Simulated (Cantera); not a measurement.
What does this Cantera script print?

```python
import numpy as np
import cantera as ct

gas_names = [...]  # 109 gases of nasa_gas.yaml made of C, Cl, H, Si
cond_names = """
    C(gr) C6H6(L) C7H8(L) C8H18(L),n-octa Si(cr) Si(L) SiC(b)
""".split()


# ... load() reads the species with a 1 bar reference pressure and builds the phases ...
atoms = {
    '(CH3)2SiCl2': {'C': 2, 'H': 6, 'Si': 1, 'CL': 2},
    'H2': {'H': 2},
}
top_T = {'C(gr)': 4500, 'SiC(b)': 3050}  # K; cautious upper limits of use, not melting points


# ... equilibrate(T, P, feed) seeds the gas with the atoms and calls Mixture.equilibrate('TP', solver="vcs", rtol=1e-11, max_steps=5000) ...
results = []
feed = {'(CH3)2SiCl2': 1, 'H2': 1300}  # mol
T = 2548  # K
P = 220  # Pa
mix = equilibrate(T, P, feed)
results.append((T, P, feed, dict(zip(mix.species_names, mix.species_moles))))
print(gas.report(threshold=1e-05))
for i in range(1, mix.n_phases):
    print(f"{mix.phase(i).name:16s} {mix.phase_moles(i):12.5e} mol")
```

It prints:

```
       temperature   2548 K
          pressure   220 Pa
           density   1.6666e-05 kg/m^3
  mean mol. weight   1.6048 kg/kmol
   phase of matter   gas

                          1 kg             1 kmol
                     ---------------   ---------------
          enthalpy        1.0241e+08        1.6435e+08  J
   internal energy        8.9206e+07        1.4316e+08  J
           entropy        1.4702e+05        2.3595e+05  J/K
    Gibbs function       -2.7221e+08       -4.3686e+08  J
 heat capacity c_p             17883             28700  J/K
 heat capacity c_v             12703             20386  J/K

                      mass frac. Y      mole frac. X     chem. pot. / RT
                     ---------------   ---------------   ---------------
                 C        0.00029073        3.8846e-05           -4.6212
               C2H        0.00056163         3.601e-05           -22.767
    C2H2,acetylene         0.0080637          0.000497           -36.292
                CL          0.010087        0.00045663           -31.341
                 H           0.29909           0.47619           -13.525
               HCL           0.01614        0.00071048           -44.865
                H2           0.65508           0.52148           -27.049
                Si          0.009912         0.0005664           -15.801
              SiC2        0.00039459        1.2153e-05           -25.043
     [ +100 minor]        0.00038209        2.0497e-05

C(gr)             0.00000e+00 mol
Si(L)             0.00000e+00 mol
SiC(b)            0.00000e+00 mol
```

Equilibrium computed with Cantera from the NASA thermochemical tables; the gas is ideal and each condensed phase is pure. The feed counts by its element totals alone.
